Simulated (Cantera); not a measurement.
Feed: 1 mol BN, 3.1 mol H₂, held at 1950 K and 24.8 Torr.

Cantera equilibrium calculation (NASA polynomials, part measured and part estimated; ideal gas, pure solids and liquids). Candidate condensed phases: B, BN; 15 gas species. Mutual solubility and eutectic melting of coexisting phases are not modelled. The tables' values for BH₂ are old estimates; treat these amounts as uncertain. Kinetics and transport are ignored.

Base state: H₂ 0.992, H 0.00628, N₂ 0.00166, BH₂ 0.000346 (mole fractions); condensed: B(s) + BN(s).

Question: What changes in the equilibrium state with this change: pressure from 24.8 Torr to 10.0 Torr?

Answer: 
| species | before | after |
|---|---|---|
| H₂ | 0.992 | 0.986 |
| H | 0.00628 | 0.00986 |
| N₂ | 0.00166 | 0.00411 |
| BH₂ | 0.000346 | 0.000344 |
| B(s), mol | 0.00923 | 0.0246 |
| BN(s), mol | 0.990 | 0.974 |

Question: What changes in the equilibrium state with this change: temperature from 1950 K to 2075 K?

Answer: 
```csv
species,before,after
H₂,0.992,0.974
H,0.00628,0.0145
N₂,0.00166,0.0105
BH₂,0.000346,0.000690
B,1.72e-6,1.34e-5
"B(s), mol",0.00923,0.0639
"BN(s), mol",0.990,0.934
```
